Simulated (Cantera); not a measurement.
What does this Cantera script print?

```python
import numpy as np
import cantera as ct

gas_names = """
    C CO COS CO2 CS CS2 C2 C2O C3 C3O2 C4 C5 Mg MgO MgS Mg2 O O2 O3 S SO SO2 SO3 S2 S2O S8
""".split()
cond_names = """
    C(gr) Mg(cr) Mg(L) MgCO3(s) MgO(s) MgO(L) MgS(s) MgSO4(s) MgSO4(L) S(cr1) S(cr2) S(L)
""".split()


# ... load() reads the species with a 1 bar reference pressure and builds the phases ...
atoms = {
    'MgSO4': {'Mg': 1, 'S': 1, 'O': 4},
    'CO2': {'C': 1, 'O': 2},
}
top_T = {'C(gr)': 4500, 'MgS(s)': 2250}  # K; cautious upper limits of use, not melting points


# ... equilibrate(T, P, feed) seeds the gas with the atoms and calls Mixture.equilibrate('TP', solver="vcs", rtol=1e-11, max_steps=5000) ...
results = []
feed = {'MgSO4': 1, 'CO2': 6.8}  # mol
P = 133.322  # Pa
for T in [1573, 1648, 1723, 1798, 1873, 1948, 2023, 2098, 2173, 2248]:
    mix = equilibrate(T, P, feed)
    results.append((T, P, feed, dict(zip(mix.species_names, mix.species_moles))))

top = {s: max(r[3][s] / sum(r[3][g] for g in gas_names) for r in results) for s in gas_names}
cols = sorted((s for s in top if top[s] > 1e-06), key=lambda s: -top[s])[:9]
seen = [c for c in cond_names if any(r[3].get(c, 0) > 1e-12 for r in results)]
print("log10 of partial pressures in bar; condensed amounts in mol")
print(f"{'T/K':>10s}" + "".join(f"{s[:9]:>10s}" for s in cols + seen))
for T, P, feed, n in results:
    ng = sum(n[g] for g in gas_names)
    print(f"{T:10.4g}" + "".join(f"{np.log10(max(n[s] / ng * P / 1e5, 1e-99)):10.3f}" for s in cols)
          + "".join(f"{n.get(c, 0):10.4g}" for c in seen))
```

It prints:

```
log10 of partial pressures in bar; condensed amounts in mol
       T/K       CO2        CO        O2       SO2         O        Mg        SO       MgO         S    MgO(s)
      1573    -2.963    -5.774    -4.091    -3.795    -7.027   -11.490    -7.716   -12.336   -11.936         1
      1648    -2.964    -5.356    -4.085    -3.795    -6.639   -10.386    -7.263   -11.343   -11.069         1
      1723    -2.968    -4.981    -4.071    -3.796    -6.281    -9.383    -6.855   -10.437   -10.287         1
      1798    -2.975    -4.648    -4.044    -3.799    -5.945    -8.473    -6.490    -9.607    -9.584         1
      1873    -2.987    -4.359    -4.000    -3.804    -5.626    -7.647    -6.166    -8.844    -8.960    0.9998
      1948    -3.009    -4.111    -3.940    -3.812    -5.322    -6.895    -5.880    -8.141    -8.407    0.9991
      2023    -3.041    -3.903    -3.868    -3.824    -5.033    -6.208    -5.629    -7.491    -7.916    0.9957
      2098    -3.087    -3.731    -3.792    -3.843    -4.759    -5.576    -5.407    -6.888    -7.476    0.9811
      2173    -3.152    -3.594    -3.720    -3.870    -4.503    -4.990    -5.212    -6.327    -7.078    0.9241
      2248    -3.244    -3.496    -3.656    -3.915    -4.266    -4.442    -5.047    -5.804    -6.723    0.7115
```

Equilibrium computed with Cantera from the NASA thermochemical tables; the gas is ideal and each condensed phase is pure.
